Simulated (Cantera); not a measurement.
A closed system holds: 1 mol V, 0.4 mol NH3, 3.2 mol N2, equilibrated at 0.380 Pa.

Cantera equilibrium calculation (NASA polynomials, part measured and part estimated; ideal gas, pure solids and liquids). Candidate condensed phases: V, VN; 11 gas species. Condensed phases not in the tables: V2N, N, O or C dissolved in the metal. The numbers say what is thermodynamically allowed, not how fast it happens.

### Question
What share of the V ends up in condensed phases as a function of T (°C), at 1550, 1575, 1600, 1625, 1650, 1675, 1700, 1725, 1750, 1775, 1800?

### Answer
```csv
T (°C),V condensed (%),as
1550,86.3,V(s)
1575,78.0,V(s)
1600,64.5,V(s)
1625,42.5,V(s)
1650,5.4,V(s)
1675,0.0,-
1700,0.0,-
1725,0.0,-
1750,0.0,-
1775,0.0,-
1800,0.0,-
```
